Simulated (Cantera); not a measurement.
Input (Python, Cantera) and output of one run.

```python
import numpy as np
import cantera as ct

gas_names = [...]  # 118 gases of nasa_gas.yaml made of C, Cl, F, H
cond_names = """
    C(gr) C6H6(L) C7H8(L) C8H18(L),n-octa
""".split()


# ... load() reads the species with a 1 bar reference pressure and builds the phases ...
atoms = {
    'CH3Cl': {'C': 1, 'H': 3, 'CL': 1},
    'F2': {'F': 2},
}
top_T = {'C(gr)': 4500}  # K; cautious upper limits of use, not melting points


# ... equilibrate(T, P, feed) seeds the gas with the atoms and calls Mixture.equilibrate('TP', solver="vcs", rtol=1e-11, max_steps=5000) ...
results = []
feed = {'CH3Cl': 1, 'F2': 0.35}  # mol
P = 10000  # Pa
for T in [698, 898, 1098, 1298, 1498, 1698, 1898, 2098, 2298, 2498, 2698, 2898, 3098]:
    mix = equilibrate(T, P, feed)
    results.append((T, P, feed, dict(zip(mix.species_names, mix.species_moles))))

top = {s: max(r[3][s] / sum(r[3][g] for g in gas_names) for r in results) for s in gas_names}
cols = sorted((s for s in top if top[s] > 1e-05), key=lambda s: -top[s])[:5]
seen = [c for c in cond_names if any(r[3].get(c, 0) > 1e-12 for r in results)]
print("log10 of partial pressures in bar; condensed amounts in mol")
print(f"{'T/K':>10s}" + "".join(f"{s[:9]:>10s}" for s in cols + seen))
for T, P, feed, n in results:
    ng = sum(n[g] for g in gas_names)
    print(f"{T:10.4g}" + "".join(f"{np.log10(max(n[s] / ng * P / 1e5, 1e-99)):10.3f}" for s in cols)
          + "".join(f"{n.get(c, 0):10.4g}" for c in seen))
```

It prints:

```
log10 of partial pressures in bar; condensed amounts in mol
       T/K       HCL        HF        H2         H        CL     C(gr)
       698    -1.354    -1.509    -1.679   -14.484   -14.109    0.9119
       898    -1.370    -1.525    -1.565   -10.743   -10.559    0.9944
      1098    -1.371    -1.526    -1.559    -8.386    -8.246    0.9993
      1298    -1.371    -1.526    -1.558    -6.749    -6.636    0.9999
      1498    -1.371    -1.526    -1.558    -5.544    -5.450    0.9999
      1698    -1.371    -1.526    -1.558    -4.619    -4.541    0.9999
      1898    -1.373    -1.527    -1.559    -3.886    -3.823    0.9995
      2098    -1.379    -1.528    -1.561    -3.292    -3.244    0.9981
      2298    -1.396    -1.533    -1.566    -2.802    -2.774    0.9943
      2498    -1.434    -1.544    -1.581    -2.394    -2.397    0.9856
      2698    -1.507    -1.564    -1.614    -2.056    -2.106    0.9677
      2898    -1.630    -1.598    -1.683    -1.784    -1.894     0.928
      3098    -1.820    -1.647    -1.811    -1.581    -1.758    0.7954
```

Equilibrium computed with Cantera from the NASA thermochemical tables; the gas is ideal and each condensed phase is pure. The tables' values for CCl are old estimates; treat these amounts as uncertain.
